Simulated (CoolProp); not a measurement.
Properties of hydrogen chloride along the isobar 801 kPa.

Values from CoolProp's reference Helmholtz-energy equation of state, Thol 2018.

| T (K) | phase | Z | cp (kJ/(kg K)) | isothermal compressibility (1/MPa) | expansivity (1/kK) |
|---|---|---|---|---|---|
| 277.7 | gas | (withheld) | 0.9317 | 1.335 | 4.432 |
| 319.7 | gas | 0.9613 | (withheld) | 1.300 | 3.536 |
| 361.7 | gas | 0.9739 | (withheld) | (withheld) | 2.998 |
| 403.7 | gas | 0.9816 | 0.8252 | 1.272 | 2.625 |
| 445.6 | gas | 0.9866 | (withheld) | 1.265 | 2.344 |
| 487.6 | gas | 0.9901 | 0.8163 | 1.261 | 2.122 |
| 529.6 | gas | 0.9926 | 0.8160 | 1.258 | 1.940 |
| 571.6 | gas | 0.9945 | 0.8173 | 1.255 | 1.788 |
| 613.6 | gas | 0.9959 | 0.8199 | 1.254 | 1.659 |

### Question
Some entries are withheld; supply them.

### Answer

- 277.7, Z: 0.9380
- 319.7, cp (kJ/(kg K)): 0.8668
- 361.7, cp (kJ/(kg K)): 0.8385
- 361.7, isothermal compressibility (1/MPa): 1.282
- 445.6, cp (kJ/(kg K)): 0.8189
